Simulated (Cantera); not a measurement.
# Reactions in the system Cl-H-K

Source: NASA polynomial tables (part measured, part estimated), evaluated in Cantera. Values are per mole of reaction as written; species without (g) are pure solids or liquids, kept so even where they would boil at 1 bar.

KCl(g) + H(g) ⇌ HCl(g) + K(g)

```
T (K)  ΔH° (kJ)  ΔS° (J/K)  ΔG° (kJ)  log10 K
-----  --------  ---------  --------  -------
798       -10.5      -14.3       0.9    -0.06
948       -11.6      -15.5       3.1    -0.17
1098      -12.5      -16.4       5.5    -0.26
1248      -13.4      -17.1       8.0    -0.33
1398      -14.1      -17.7      10.6    -0.40
```
